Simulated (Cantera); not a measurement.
A freely propagating, adiabatic, planar premixed flame of 8.23 % C2H4, 20.6 % O2, 55.6 % N2, 15.6 % H2O, unburnt at 700 K and 4.05 atm; multicomponent+Soret transport, grid criteria slope 0.08 and curve 0.16, no radiation.

Computed with Cantera and GRI-Mech 3.0 (53 species, 325 reactions). GRI-Mech 3.0 was tuned for natural gas; its chemistry of ethylene as a main component is partial and can be far from experiment. Burning velocities carry a grid error of a few per cent, more on coarse grids.

Predict: laminar burning velocity; thermal thickness; peak x(O); peak x(H2O2); peak x(C2H).


```json
{
  "laminar_burning_velocity": "302 cm/s",
  "thermal_thickness": "0.0607 mm",
  "peak x(O)": "0.00383",
  "peak x(H2O2)": "0.000345",
  "peak x(C2H)": "1.84e-5"
}
```
